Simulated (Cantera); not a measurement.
Charge: 1 mol SrCl2, 13 mol H2, equilibrated at 1225 K and 13300 Pa.

Method: chemical equilibrium by Gibbs-energy minimisation in Cantera with the NASA 1993 tables (ideal gas, pure condensed phases). Candidate condensed phases: Sr, SrCl2; 8 gas species. Kinetics and transport are ignored.

What is the equilibrium state?


```json
{
  "x(H2)": "1.000",
  "x(SrCl2)": "1.70e-5",
  "n(SrCl2(l))": "1.000 mol",
  "gas_amount": "13.00 mol",
  "log10 activity of Sr(l) (absent)": "-5.82"
}
```
